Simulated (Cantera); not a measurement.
Input: 1 mol CH₃Cl, 0.16 mol H₂, held at 2300 °C.

Equilibrium computed with Cantera from the NASA thermochemical tables; the gas is ideal and each condensed phase is pure. Candidate condensed phases: C, C₆H₆, C₇H₈, C₈H₁₈; 91 gas species. Equilibrium is a limit: real reactors are often held back by kinetics, nucleation or transport.

Task: What share of the C ends up in condensed phases as a function of P (Pa), at 1, 5.20, 27, 140, 720, 3700, 19000, 100000?

Result: 
```
P (Pa)  C condensed (%)           as
------  ---------------  -----------
1                   0.0            -
5.20               54.9  C(graphite)
27                 90.9  C(graphite)
140                96.3  C(graphite)
720                96.7  C(graphite)
3700               96.7  C(graphite)
19000              96.6  C(graphite)
100000             96.6  C(graphite)
```
